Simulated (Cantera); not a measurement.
What does this Cantera script print?

```python
import numpy as np
import cantera as ct

gas_names = """
    H HO2 H2 H2O H2O2 O OH O2 O3 V VO VO2
""".split()
cond_names = """
    H2O(s) H2O(L) V(cr) V(L) VO(s) VO(L) V2O3(s) V2O3(L) V2O4(I) V2O4(II) V2O4(L) V2O5(s) V2O5(L)
""".split()


# ... load() reads the species with a 1 bar reference pressure and builds the phases ...
atoms = {
    'V': {'V': 1},
    'H2O': {'H': 2, 'O': 1},
}
top_T = {}  # K; cautious upper limits of use, not melting points


# ... equilibrate(T, P, feed) seeds the gas with the atoms and calls Mixture.equilibrate('TP', solver="vcs", rtol=1e-11, max_steps=5000) ...
results = []
T = 1273  # K
P = 5000  # Pa
for m in [0.068, 0.12, 0.2, 0.35, 0.6, 1, 1.8, 3.1, 5.3, 9.2, 16]:
    feed = {'V': 1, 'H2O': m}  # mol
    mix = equilibrate(T, P, feed)
    results.append((T, P, feed, dict(zip(mix.species_names, mix.species_moles))))

top = {s: max(r[3][s] / sum(r[3][g] for g in gas_names) for r in results) for s in gas_names}
cols = sorted((s for s in top if top[s] > 0.0001), key=lambda s: -top[s])[:5]
seen = [c for c in cond_names if any(r[3].get(c, 0) > 1e-12 for r in results)]
print("log10 of partial pressures in bar; condensed amounts in mol")
print(f"{'n(H2O)':>10s}" + "".join(f"{s[:9]:>10s}" for s in cols + seen))
for T, P, feed, n in results:
    ng = sum(n[g] for g in gas_names)
    print(f"{feed['H2O']:10.4g}" + "".join(f"{np.log10(max(n[s] / ng * P / 1e5, 1e-99)):10.3f}" for s in cols)
          + "".join(f"{n.get(c, 0):10.4g}" for c in seen))
```

Result:

```
log10 of partial pressures in bar; condensed amounts in mol
    n(H2O)        H2       H2O     V(cr)     VO(s)   V2O3(s)
     0.068    -1.301    -7.246     0.932     0.068         0
      0.12    -1.301    -7.246      0.88      0.12         0
       0.2    -1.301    -7.246       0.8       0.2         0
      0.35    -1.301    -7.246      0.65      0.35         0
       0.6    -1.301    -7.246       0.4       0.6         0
         1    -1.301    -7.246 1.135e-06         1         0
       1.8    -1.380    -2.079         0         0       0.5
       3.1    -1.616    -1.588         0         0       0.5
       5.3    -1.849    -1.446         0         0       0.5
       9.2    -2.089    -1.378         0         0       0.5
        16    -2.329    -1.344         0         0       0.5
```

Method: chemical equilibrium by Gibbs-energy minimisation in Cantera with the NASA 1993 tables (ideal gas, pure condensed phases). Mutual solubility and eutectic melting of coexisting phases are not modelled. VO: taken at fixed stoichiometry. Condensed phases not in the tables: the oxides between V2O3 and V2O5 other than VO2, N, O or C dissolved in the metal.
